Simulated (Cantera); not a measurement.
Feed: 1 mol FeS, 0.77 mol O₂, 0.19 mol H₂O, at 1.00 bar.

These are equilibrium values from Cantera (NASA tables, ideal gas, pure condensed phases), not measurements of a reactor. Candidate condensed phases: Fe, FeO, Fe(OH)₂, Fe(OH)₃, FeS, FeSO₄, FeS₂, Fe₂O₃, Fe₂(SO₄)₃, Fe₃O₄, H₂O, H₂SO₄, S; 22 gas species. Metal and sulfide melt together well below either melting point, which pure phases cannot show. Mutual solubility and eutectic melting of coexisting phases are not modelled. The tables' stoichiometric FeO is somewhat more stable than real wüstite, so its field is too wide. FeO, FeS: taken at fixed stoichiometry. Gases not in the tables: S₃ to S₇. The numbers say what is thermodynamically allowed, not how fast it happens.

Task: Which condensed phases are stable at each of these points (T (K)): 1123, 1173, 1223, 1273, 1323, 1373, 1423, 1473, 1523, 1573, 1623?

Result: 
```csv
T (K),condensed phases,Fe condensed (%)
1123,FeS(s) + Fe₃O₄(s),100.0
1173,FeS(s) + Fe₃O₄(s),100.0
1223,FeS(s) + Fe₃O₄(s),100.0
1273,FeS(s) + Fe₃O₄(s),100.0
1323,FeS(s) + Fe₃O₄(s),100.0
1373,FeS(s) + Fe₃O₄(s),100.0
1423,FeS(s) + Fe₃O₄(s),100.0
1473,FeO(s) + FeS(l),100.0
1523,FeO(s) + FeS(l),100.0
1573,FeO(s) + FeS(l),100.0
1623,FeO(s) + FeS(l),100.0
```

From 1123 K to 1423 K the condensed part is FeS(s) + Fe₃O₄(s). From 1473 K to 1623 K the condensed part is FeO(s) + FeS(l).
